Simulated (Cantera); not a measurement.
A Cantera script and what it prints.

```python
import numpy as np
import cantera as ct

gas_names = """
    Cu CuO Cu2 H HO2 H2 H2O H2O2 O OH O2 O3
""".split()
cond_names = """
    Cu(cr) Cu(L) CuO(s) CuO2H2(s) Cu2O(s) Cu2O(L) H2O(s) H2O(L)
""".split()


# ... load() reads the species with a 1 bar reference pressure and builds the phases ...
atoms = {
    'Cu2O': {'Cu': 2, 'O': 1},
    'H2': {'H': 2},
    'H2O': {'H': 2, 'O': 1},
}
top_T = {'CuO(s)': 1390}  # K; cautious upper limits of use, not melting points


# ... equilibrate(T, P, feed) seeds the gas with the atoms and calls Mixture.equilibrate('TP', solver="vcs", rtol=1e-11, max_steps=5000) ...
results = []
feed = {'Cu2O': 1, 'H2': 92, 'H2O': 7.4}  # mol
P = 20  # Pa
for T in [1050, 1100, 1150, 1200, 1250, 1300, 1350, 1400]:
    mix = equilibrate(T, P, feed)
    results.append((T, P, feed, dict(zip(mix.species_names, mix.species_moles))))

top = {s: max(r[3][s] / sum(r[3][g] for g in gas_names) for r in results) for s in gas_names}
cols = sorted((s for s in top if top[s] > 0.0001), key=lambda s: -top[s])[:5]
seen = [c for c in cond_names if any(r[3].get(c, 0) > 1e-12 for r in results)]
print("log10 of partial pressures in bar; condensed amounts in mol")
print(f"{'T/K':>10s}" + "".join(f"{s[:9]:>10s}" for s in cols + seen))
for T, P, feed, n in results:
    ng = sum(n[g] for g in gas_names)
    print(f"{T:10.4g}" + "".join(f"{np.log10(max(n[s] / ng * P / 1e5, 1e-99)):10.3f}" for s in cols)
          + "".join(f"{n.get(c, 0):10.4g}" for c in seen))
```

Result:

```
log10 of partial pressures in bar; condensed amounts in mol
       T/K        H2       H2O        Cu         H    Cu(cr)     Cu(L)
      1050    -3.737    -4.772    -9.978    -9.960         2         0
      1100    -3.737    -4.772    -9.225    -9.456         2         0
      1150    -3.737    -4.772    -8.539    -8.996     1.999         0
      1200    -3.737    -4.772    -7.911    -8.573     1.994         0
      1250    -3.737    -4.772    -7.334    -8.184     1.977         0
      1300    -3.738    -4.772    -6.802    -7.825     1.922         0
      1350    -3.738    -4.773    -6.310    -7.492     1.756         0
      1400    -3.740    -4.775    -5.870    -7.183         0     1.325
```

Equilibrium computed with Cantera from the NASA thermochemical tables; the gas is ideal and each condensed phase is pure.
